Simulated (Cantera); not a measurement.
Feed: 1 mol Si₃N₄, 1.8 mol N₂O, a varied amount of N₂, held at 1700 °C and 1.30 bar.

Cantera equilibrium calculation (NASA polynomials, part measured and part estimated; ideal gas, pure solids and liquids). Candidate condensed phases: Si, SiO₂, Si₂N₂O, Si₃N₄; 16 gas species. Mutual solubility and eutectic melting of coexisting phases are not modelled. The tables hold silica as quartz up to 1696 K and as liquid above; real silica turns to tridymite and cristobalite and melts near 1996 K. The numbers say what is thermodynamically allowed, not how fast it happens.

Question: Which condensed phases are stable at each of these points (n(N₂) (mol)): 2.2, 3.5, 5.4, 8.3, 13, 20, 31?

Answer: 
```
n(N₂) (mol)             condensed phases  Si condensed (%)
-----------  ---------------------------  ----------------
2.2          SiO₂(condensed) + Si₂N₂O(s)              96.6
3.5          SiO₂(condensed) + Si₂N₂O(s)              95.6
5.4          SiO₂(condensed) + Si₂N₂O(s)              94.2
8.3          SiO₂(condensed) + Si₂N₂O(s)              92.0
13           SiO₂(condensed) + Si₂N₂O(s)              88.5
20           SiO₂(condensed) + Si₂N₂O(s)              83.3
31                             Si₂N₂O(s)              80.0
```

From 2.2 mol N₂ to 20 mol N₂ the condensed part is SiO₂(condensed) + Si₂N₂O(s). At 31 mol N₂ the condensed part is Si₂N₂O(s).
